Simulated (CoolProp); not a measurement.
Saturation properties of chlorine (Tc = 143.7 °C, pc = 7.642 MPa, ω = 0.070).

Computed with CoolProp (reference Helmholtz-energy equation of state, Thol 2021).

```json
[
 {"T (°C)": "-67.25", "p (MPa)": "0.01782", "liquid density (kg/m³)": "1654", "vapour density (kg/m³)": "0.7436", "enthalpy of vaporisation (kJ/kg)": "305.0", "liquid cp (kJ/(kg K))": "0.9384"},
 {"T (°C)": "-45.05", "p (MPa)": "(withheld)", "liquid density (kg/m³)": "1594", "vapour density (kg/m³)": "2.304", "enthalpy of vaporisation (kJ/kg)": "293.2", "liquid cp (kJ/(kg K))": "0.9383"},
 {"T (°C)": "-22.95", "p (MPa)": "0.1606", "liquid density (kg/m³)": "1533", "vapour density (kg/m³)": "5.683", "enthalpy of vaporisation (kJ/kg)": "280.6", "liquid cp (kJ/(kg K))": "0.9451"},
 {"T (°C)": "-0.75", "p (MPa)": "0.3591", "liquid density (kg/m³)": "1470", "vapour density (kg/m³)": "(withheld)", "enthalpy of vaporisation (kJ/kg)": "266.6", "liquid cp (kJ/(kg K))": "0.9607"},
 {"T (°C)": "21.45", "p (MPa)": "0.7037", "liquid density (kg/m³)": "1404", "vapour density (kg/m³)": "22.64", "enthalpy of vaporisation (kJ/kg)": "250.7", "liquid cp (kJ/(kg K))": "0.9873"},
 {"T (°C)": "43.55", "p (MPa)": "1.243", "liquid density (kg/m³)": "1333", "vapour density (kg/m³)": "39.24", "enthalpy of vaporisation (kJ/kg)": "232.4", "liquid cp (kJ/(kg K))": "1.028"},
 {"T (°C)": "65.75", "p (MPa)": "2.037", "liquid density (kg/m³)": "1255", "vapour density (kg/m³)": "(withheld)", "enthalpy of vaporisation (kJ/kg)": "210.6", "liquid cp (kJ/(kg K))": "1.093"},
 {"T (°C)": "87.95", "p (MPa)": "3.135", "liquid density (kg/m³)": "1165", "vapour density (kg/m³)": "102.1", "enthalpy of vaporisation (kJ/kg)": "184.3", "liquid cp (kJ/(kg K))": "1.204"},
 {"T (°C)": "110.05", "p (MPa)": "4.585", "liquid density (kg/m³)": "1056", "vapour density (kg/m³)": "160.7", "enthalpy of vaporisation (kJ/kg)": "150.7", "liquid cp (kJ/(kg K))": "1.442"}
]
```

Q: What belongs in the gaps?

A: 
- -45.05, p (MPa): 0.06050
- -0.75, vapour density (kg/m³): 12.01
- 65.75, vapour density (kg/m³): 64.41

It boils at -34.0 °C under 1 atm.
